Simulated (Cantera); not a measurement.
Input (Python, Cantera):

```python
import numpy as np
import cantera as ct

gas = ct.Solution("h2o2.yaml")
gas.TPX = 1075, 1333, {'H2': 0.24, 'O2': 1, 'N2': 0.73}
reactor = ct.IdealGasConstPressureReactor(gas, energy="off", clone=False)
net = ct.ReactorNet([reactor])
net.rtol, net.atol = 1e-08, 1e-18
show = ['H2', 'O2', 'O', 'H2O', 'HO2']
times = np.geomspace(2e-05, 5, 13)

steps = ct.SolutionArray(gas, extra=["t"])
rows = []
print(f"{'t/s':>10s}{'T/K':>9s}{'P/Pa':>11s}" + "".join(f"{s:>11s}" for s in show))
for t in times:
    while net.time < t:
        t_next = net.step()
        steps.append(gas.state, t=t_next)
    rows.append([np.interp(t, steps.t, y) for y in (steps.T, steps.P, *steps(*show).X.T)])
    print(f"{t:10.3e}{rows[-1][0]:9.1f}{rows[-1][1]:11.4g}" + "".join(f"{x:11.3e}" for x in rows[-1][2:]))
rate = np.gradient(steps.T, steps.t)
print("integrator steps:", len(steps.t))
if steps.T.max() > steps.T[0] + 200:
    print(f"time of steepest temperature rise: {steps.t[rate.argmax()]:.4e} s")
gas.TPX = 1075, 1333, {'H2': 0.24, 'O2': 1, 'N2': 0.73}
gas.equilibrate("TP")
print(f"equilibrium (TP): T = {gas.T:.1f} K  " + "  ".join(f"{s} {gas[s].X[0]:.3e}" for s in show))
```

It prints:

```
       t/s      T/K       P/Pa         H2         O2          O        H2O        HO2
 2.000e-05   1075.0       1333  1.218e-01  5.076e-01  4.795e-12  8.917e-13  8.083e-11
 5.635e-05   1075.0       1333  1.218e-01  5.076e-01  3.430e-11  1.605e-11  2.279e-10
 1.587e-04   1075.0       1333  1.218e-01  5.076e-01  2.353e-10  2.479e-10  6.435e-10
 4.472e-04   1075.0       1333  1.218e-01  5.076e-01  2.219e-09  4.536e-09  1.836e-09
 1.260e-03   1075.0       1333  1.218e-01  5.076e-01  1.758e-07  4.754e-07  7.909e-09
 3.550e-03   1075.0       1333  7.882e-02  4.853e-01  1.012e-02  3.099e-02  4.051e-06
 1.000e-02   1075.0       1333  4.262e-03  4.521e-01  2.750e-02  1.041e-01  5.717e-06
 2.817e-02   1075.0       1333  1.680e-03  4.674e-01  9.865e-03  1.224e-01  5.586e-06
 7.937e-02   1075.0       1333  2.360e-04  4.744e-01  1.347e-03  1.288e-01  3.300e-06
 2.236e-01   1075.0       1333  2.357e-05  4.755e-01  1.370e-04  1.296e-01  8.965e-07
 6.300e-01   1075.0       1333  3.221e-06  4.756e-01  1.974e-05  1.297e-01  1.859e-07
 1.775e+00   1075.0       1333  6.339e-07  4.757e-01  4.081e-06  1.297e-01  4.415e-08
 5.000e+00   1075.0       1333  1.591e-07  4.757e-01  1.059e-06  1.297e-01  1.238e-08
integrator steps: 1860
equilibrium (TP): T = 1075.0 K  H2 1.149e-09  O2 4.757e-01  O 7.887e-09  H2O 1.297e-01  HO2 2.031e-09
```

Model: the H2/O2 subset of GRI-Mech 3.0, which has no nitrogen chemistry, integrated in Cantera. Radical loss at walls, strong at low pressure, is not modelled. The temperature is held fixed by assumption; the heat of reaction is taken as removed at once.
